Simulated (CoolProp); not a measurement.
C3F8 (R218) along the isotherm 440 K: fugacity coefficient from the reference equation and from simpler models built on Tc = 345.0 K, pc = 2.640 MPa, ω = 0.317; each cubic takes its own stable root.

Computed with CoolProp (reference Helmholtz-energy equation of state, Lemmon 2006). It is a short technical equation, of lower accuracy than the large ones.

```tsv
p (MPa)	phase	reference	van der Waals	Redlich-Kwong	Soave-Redlich-Kwong	Peng-Robinson
0.0209	gas	0.9989	0.9987	0.9987	0.9989	0.9987
0.0315	gas	0.9984	0.9981	0.9980	0.9984	0.9981
0.0475	gas	0.9976	0.9971	0.9970	0.9976	0.9971
0.0717	gas	0.9964	0.9956	0.9955	0.9964	0.9956
0.108	gas	0.9946	0.9934	0.9933	0.9945	0.9934
0.163	gas	0.9918	0.9901	0.9899	0.9918	0.9900
0.246	gas	0.9876	0.9850	0.9847	0.9876	0.9850
0.371	gas	0.9814	0.9774	0.9770	0.9814	0.9775
0.56	gas	0.9720	0.9660	0.9655	0.9721	0.9662
0.845	gas	0.9579	0.9488	0.9483	0.9582	0.9495
1.27	gas	0.9371	0.9235	0.9231	0.9379	0.9254
1.92	gas	0.9059	0.8851	…	0.9078	0.8899
2.9	supercritical	0.8602	0.8282	0.8315	0.8648	0.8400
4.38	supercritical	0.7954	0.7454	…	0.8057	0.7730
6.6	supercritical	…	0.6408	0.6625	…	0.6922
```

Problem. Complete the blanks.

Solution. 
- 1.92, Redlich-Kwong: 0.8856
- 4.38, Redlich-Kwong: 0.7562
- 6.6, reference: 0.7124
- 6.6, Soave-Redlich-Kwong: 0.7326
